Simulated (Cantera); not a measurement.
A Cantera script and its output.

```python
import numpy as np
import cantera as ct

gas = ct.Solution("gri30.yaml")
gas.TPX = 1448, 490000, {'H2': 1, 'O2': 0.847, 'N2': 3.19}
reactor = ct.IdealGasReactor(gas, energy="on", clone=False)
net = ct.ReactorNet([reactor])
net.rtol, net.atol = 1e-08, 1e-16
show = ['H2', 'O2', 'NO', 'OH', 'HO2']
times = np.geomspace(6e-06, 0.8, 13)

steps = ct.SolutionArray(gas, extra=["t"])
rows = []
print(f"{'t/s':>10s}{'T/K':>9s}{'P/Pa':>11s}" + "".join(f"{s:>11s}" for s in show))
for t in times:
    while net.time < t:
        t_next = net.step()
        steps.append(gas.state, t=t_next)
    rows.append([np.interp(t, steps.t, y) for y in (steps.T, steps.P, *steps(*show).X.T)])
    print(f"{t:10.3e}{rows[-1][0]:9.1f}{rows[-1][1]:11.4g}" + "".join(f"{x:11.3e}" for x in rows[-1][2:]))
rate = np.gradient(steps.T, steps.t)
print("integrator steps:", len(steps.t))
if steps.T.max() > steps.T[0] + 200:
    print(f"time of steepest temperature rise: {steps.t[rate.argmax()]:.4e} s")
gas.TPX = 1448, 490000, {'H2': 1, 'O2': 0.847, 'N2': 3.19}
gas.equilibrate("UV")
print(f"equilibrium (UV): T = {gas.T:.1f} K  " + "  ".join(f"{s} {gas[s].X[0]:.3e}" for s in show))
```

It prints:

```
       t/s      T/K       P/Pa         H2         O2         NO         OH        HO2
 6.000e-06   2738.7  8.561e+05  1.246e-02  6.949e-02  1.740e-04  2.948e-02  3.376e-05
 1.604e-05   2881.2  8.921e+05  7.386e-03  6.969e-02  1.001e-03  2.500e-02  3.573e-05
 4.289e-05   2878.1   8.91e+05  7.360e-03  6.876e-02  3.081e-03  2.475e-02  3.516e-05
 1.147e-04   2871.0  8.885e+05  7.307e-03  6.667e-02  7.745e-03  2.419e-02  3.389e-05
 3.065e-04   2859.7  8.845e+05  7.226e-03  6.342e-02  1.501e-02  2.333e-02  3.194e-05
 8.195e-04   2852.7   8.82e+05  7.177e-03  6.140e-02  1.952e-02  2.279e-02  3.075e-05
 2.191e-03   2852.0  8.818e+05  7.173e-03  6.121e-02  1.993e-02  2.274e-02  3.064e-05
 5.857e-03   2852.0  8.818e+05  7.173e-03  6.121e-02  1.993e-02  2.274e-02  3.064e-05
 1.566e-02   2852.0  8.818e+05  7.173e-03  6.121e-02  1.993e-02  2.274e-02  3.064e-05
 4.187e-02   2852.0  8.818e+05  7.173e-03  6.121e-02  1.993e-02  2.274e-02  3.064e-05
 1.119e-01   2852.0  8.818e+05  7.173e-03  6.121e-02  1.993e-02  2.274e-02  3.064e-05
 2.992e-01   2852.0  8.818e+05  7.173e-03  6.121e-02  1.993e-02  2.274e-02  3.064e-05
 8.000e-01   2852.0  8.818e+05  7.173e-03  6.121e-02  1.993e-02  2.274e-02  3.064e-05
integrator steps: 1168
time of steepest temperature rise: 3.4474e-06 s
equilibrium (UV): T = 2852.0 K  H2 7.173e-03  O2 6.121e-02  NO 1.993e-02  OH 2.274e-02  HO2 3.064e-05
```

Cantera simulation using GRI-Mech 3.0 (53 species, 325 reactions); the numbers are that mechanism's predictions, not measurements. The hydrogen kinetics of GRI-Mech 3.0 are dated; newer H2 mechanisms differ, most at raised pressure.
